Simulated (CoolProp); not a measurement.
Vapour-liquid equilibrium of CHF3 (R23) (1) + isopentane (2) at -16.25 °C; x and y are mole fractions of (1).

Computed with CoolProp (multi-fluid Helmholtz-energy mixture model, Penoncello 2003 and Lemmon 2006; pair parameters Bell 2016).

Q: Give the bubble pressure and the first vapour's composition at x = 0.2, 0.35, 0.95. Is there an azeotrope?

A: x = 0.2: 8.989 bar, y = 0.978; x = 0.35: 12.00 bar, y = 0.983; x = 0.95: 14.81 bar, y = 0.994. No azeotrope shows between x = 0.05 and 0.95.

Pair parameters are fitted to limited data, so mixtures are less certain than the pure fluids. The gap from Raoult's law changes sign with composition, which may be real or a fault of the pair parameters; it wasn't checked against measurements. With so large a gap from Raoult's law the liquid may split in two, which this calculation doesn't test in full.
